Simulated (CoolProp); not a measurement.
Vapour-liquid equilibrium of R22 (1) + R115 (2) at -3.05 °C; x and y are mole fractions of (1).

The numbers come from the multi-fluid Helmholtz-energy mixture model, Kamei 1995 and Lemmon 2016; pair parameters Bell 2016 in CoolProp.

Task: Give the bubble pressure and the first vapour's composition at x = 0.125, 0.725, 0.95. Is there an azeotrope?

Result: x = 0.125: 0.4617 MPa, y = 0.214; x = 0.725: 0.4977 MPa, y = 0.679; x = 0.95: 0.4609 MPa, y = 0.931. y crosses x between x = 0.5 and 0.575: the model has an azeotrope there.

The pair parameters rest on a limited set of measurements; away from them the model extrapolates.
